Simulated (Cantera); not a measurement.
# Catalytic combustion on Pt

An isothermal plug-flow reactor at 1175 K and 1.00 bar (inlet), inlet velocity 0.51 m/s, active area per volume 4900 1/m; feed 0.536 % CH4, 13.1 % O2, 86.3 % N2.

Model: Deutschmann's 1995 Pt surface mechanism with GRI-Mech 3.0 gas chemistry, integrated in Cantera. Catalytic surfaces can have several steady states; this one follows from the mechanism file's or the stated starting coverage. Mass transfer to the wall is taken as infinitely fast.

| z (m) | x CH4 | x O2 | x H2O | x CO2 | x CO | θ free Pt | θ O* | θ OH* |
|---|---|---|---|---|---|---|---|---|
| 4.9e-05 | 0.00459 | 0.130 | 0.00153 | 0.000759 | 5.20e-6 | 0.375 | 0.625 | 0.000524 |
| 8.2e-05 | 0.00413 | 0.129 | 0.00244 | 0.00121 | 4.69e-6 | 0.375 | 0.624 | 0.000650 |
| 0.00014 | 0.00344 | 0.127 | 0.00382 | 0.00190 | 3.91e-6 | 0.376 | 0.624 | 0.000806 |
| 0.00023 | 0.00258 | 0.126 | 0.00553 | 0.00276 | 2.94e-6 | 0.376 | 0.623 | 0.000964 |
| 0.00038 | 0.00160 | 0.124 | 0.00749 | 0.00374 | 1.83e-6 | 0.377 | 0.622 | 0.00112 |
| 0.00064 | 0.000690 | 0.122 | 0.00929 | 0.00464 | 7.97e-7 | 0.378 | 0.621 | 0.00124 |
| 0.0011 | 0.000156 | 0.121 | 0.0104 | 0.00517 | 1.87e-7 | 0.378 | 0.621 | 0.00131 |
| 0.0018 | 1.62e-5 | 0.121 | 0.0106 | 0.00531 | 2.60e-8 | 0.378 | 0.621 | 0.00133 |
| 0.003 | 3.35e-7 | 0.120 | 0.0107 | 0.00533 | 5.82e-9 | 0.378 | 0.621 | 0.00133 |
| 0.0049 | 8.87e-10 | 0.120 | 0.0107 | 0.00533 | 3.31e-9 | 0.378 | 0.621 | 0.00133 |
x: gas mole fraction; θ: surface coverage.
